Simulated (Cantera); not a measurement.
Input (Python, Cantera):

```python
import numpy as np
import cantera as ct

surf = ct.Interface("ptcombust.yaml", "Pt_surf")
gas = surf.adjacent["gas"]
gas.TPX = 1100, 68000, {'CH4': 0.0067, 'O2': 0.12, 'N2': 0.79}
surf.TP = 1100, 68000
reactor = ct.FlowReactor(gas, clone=False)
reactor.area = 0.0001  # m2
reactor.surface_area_to_volume_ratio = 2900  # 1/m
reactor.mass_flow_rate = 0.14 * reactor.area * gas.density  # inlet velocity 0.14 m/s
reactor.energy_enabled = False
wall = ct.ReactorSurface(surf, reactor, clone=False)
net = ct.ReactorNet([reactor])
net.rtol, net.atol = 1e-8, 1e-16
show, cover = ['CH4', 'O2', 'H2O', 'CO2', 'CO'], ['PT(S)', 'H(S)', 'O(S)', 'OH(S)', 'CO(S)', 'C(S)']

rows = []
print(f"{'z/m':>9s}{'u/(m/s)':>9s}" + "".join(f"{s:>13s}" for s in show + cover))
for z in [0.00014, 0.00024, 0.00044, 0.00077, 0.0014, 0.0024, 0.0044, 0.0077, 0.014]:
    net.advance(z)
    rows.append([reactor.speed, *gas[show].X, *surf[cover].coverages])
    print(f"{z:9.4g}{rows[-1][0]:9.3g}" + "".join(f"{x:13.4e}" for x in rows[-1][1:]))
```

It prints:

```
      z/m  u/(m/s)          CH4           O2          H2O          CO2           CO        PT(S)         H(S)         O(S)        OH(S)        CO(S)         C(S)
  0.00014     0.14   3.8940e-03   1.2409e-01   6.8137e-03   3.4006e-03   3.3442e-06   3.1855e-01   6.5669e-07   6.8040e-01   1.0424e-03   3.3166e-06   3.2840e-08
  0.00024     0.14   2.4686e-03   1.2125e-01   9.6540e-03   4.8197e-03   2.1285e-06   3.1956e-01   7.8326e-07   6.7920e-01   1.2376e-03   2.1220e-06   2.1008e-08
  0.00044     0.14   9.8396e-04   1.1830e-01   1.2611e-02   6.2967e-03   8.5461e-07   3.2065e-01   8.9875e-07   6.7793e-01   1.4130e-03   8.5456e-07   8.4551e-09
  0.00077     0.14   2.1362e-04   1.1676e-01   1.4148e-02   7.0638e-03   1.9004e-07   3.2123e-01   9.5423e-07   6.7727e-01   1.4963e-03   1.8706e-07   1.8450e-09
   0.0014     0.14   1.1515e-05   1.1635e-01   1.4554e-02   7.2671e-03   1.4464e-08   3.2139e-01   9.6850e-07   6.7709e-01   1.5175e-03   1.0677e-08   9.9590e-11
   0.0024     0.14   1.1155e-07   1.1633e-01   1.4580e-02   7.2813e-03   3.3600e-09   3.2140e-01   9.6942e-07   6.7708e-01   1.5189e-03   5.4677e-10   9.6489e-13
   0.0044     0.14   5.8524e-11   1.1632e-01   1.4586e-02   7.2849e-03   1.7865e-09   3.2140e-01   9.6964e-07   6.7708e-01   1.5192e-03   2.4602e-10   5.0629e-16
   0.0077     0.14   3.4759e-11   1.1632e-01   1.4592e-02   7.2879e-03   8.8747e-10   3.2140e-01   9.6984e-07   6.7708e-01   1.5195e-03   1.2222e-10   3.0070e-16
    0.014     0.14   1.6804e-11   1.1631e-01   1.4598e-02   7.2910e-03   5.8345e-10   3.2140e-01   9.7005e-07   6.7707e-01   1.5198e-03   8.0348e-11   1.4538e-16
```

Detailed kinetics in Cantera: Deutschmann's 1995 Pt surface mechanism with GRI-Mech 3.0 gas chemistry. Catalytic surfaces can have several steady states; this one follows from the mechanism file's or the stated starting coverage. Mass transfer to the wall is taken as infinitely fast.
